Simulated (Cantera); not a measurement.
A freely propagating, adiabatic, planar premixed flame of 21.7 % H₂, 16.4 % O₂, 61.8 % N₂, equivalence ratio 0.66, unburnt at 625 K and 2.00 bar; mixture-averaged transport, grid criteria slope 0.08 and curve 0.16, no radiation.

Computed with Cantera and the H2/O2 subset of GRI-Mech 3.0, which has no nitrogen chemistry. Burning velocities carry a grid error of a few per cent, more on coarse grids. Lean hydrogen flames are cellular in practice and burn faster than this planar one.

Question: Predict: laminar burning velocity; thermal thickness; peak x(HO₂); peak x(OH); peak x(H₂O₂); peak x(O).

Answer: 
```json
{
  "laminar_burning_velocity": "506 cm/s",
  "thermal_thickness": "0.182 mm",
  "peak x(HO₂)": "0.000470",
  "peak x(OH)": "0.0139",
  "peak x(H₂O₂)": "3.33e-5",
  "peak x(O)": "0.0112"
}
```
